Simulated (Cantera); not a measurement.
A freely propagating, adiabatic, planar premixed flame of H2 : O2 : N2 = 1 : 0.312 : 1.17 (molar parts), equivalence ratio 1.6, unburnt at 625 K and 2.00 bar; mixture-averaged transport, grid criteria slope 0.08 and curve 0.16, no radiation.

Model: the H2/O2 subset of GRI-Mech 3.0, which has no nitrogen chemistry, integrated in Cantera. Burning velocities carry a grid error of a few per cent, more on coarse grids.

### Question
Predict: laminar burning velocity; thermal thickness; peak x(H2O2); peak x(HO2); peak x(H).

### Answer
| Quantity | Value |
|---|---|
| laminar burning velocity | 1020 cm/s |
| thermal thickness | 0.186 mm |
| peak x(H2O2) | 1.87e-5 |
| peak x(HO2) | 0.000443 |
| peak x(H) | 0.0821 |
